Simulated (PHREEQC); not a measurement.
Make-up at 15 °C: 0.1 mol Cu(BF4)2, 0.073 mol HNO3 and 0.11 mol H3BO3 per kg of water. Closed to the air; pH follows from the charge balance.

Equilibrium calculation in PHREEQC: ion-association model, wateq4f.dat.

This is a speciation only: nothing precipitates in the calculation.

Task: Estimate the pH.

Result: pH 1.23.

Task: In which forms is F present?

Result: BF4- 95 %, BF3OH- 4.2 %, HF 0.6 %, BF2(OH)2- 0.5 % of the F.

Real BF4- forms and hydrolyses slowly; the run takes it at equilibrium.
